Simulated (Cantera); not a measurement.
An adiabatic, constant-volume homogeneous reactor starts with 6.99 % CH4, 13.3 % O2, 79.7 % N2, equivalence ratio 1.1, at 1700 K and 1050 Torr.

Cantera simulation using GRI-Mech 3.0 (53 species, 325 reactions); the numbers are that mechanism's predictions, not measurements.

x: mole fraction; the columns are a selection and need not sum to one.

```tsv
t (s)	T (K)	P (bar)	x CH4	x O2	x H2O2	x C2H6	x CH2
8.00e-6	1700	1.40	0.0699	0.133	4.92e-8	1.95e-8	1.02e-10
1.89e-5	1700	1.40	0.0699	0.133	1.08e-7	3.12e-7	5.63e-10
4.45e-5	1700	1.40	0.0696	0.133	1.83e-7	5.70e-6	4.48e-9
0.000105	1703	1.40	0.0682	0.132	[?]	[?]	[?]
0.000247	2667	2.31	<1e-12	0.0170	1.79e-7	<1e-12	<1e-12
0.000583	2839	2.43	<1e-12	0.0122	2.48e-7	<1e-12	<1e-12
0.00137	2831	2.42	<1e-12	0.0110	2.32e-7	<1e-12	<1e-12
0.00324	2829	2.42	<1e-12	0.0108	2.29e-7	<1e-12	<1e-12
0.00763	2829	2.42	<1e-12	0.0108	2.29e-7	<1e-12	<1e-12
0.0180	2829	2.42	<1e-12	0.0108	2.29e-7	<1e-12	<1e-12
0.0424	2829	2.42	<1e-12	0.0108	2.29e-7	<1e-12	<1e-12
0.100	2829	2.42	<1e-12	0.0108	2.29e-7	<1e-12	<1e-12
```

Task: Some entries are withheld; supply them.

Result: 
- 0.000105, x H2O2: 4.76e-7
- 0.000105, x C2H6: 0.000121
- 0.000105, x CH2: 6.40e-8
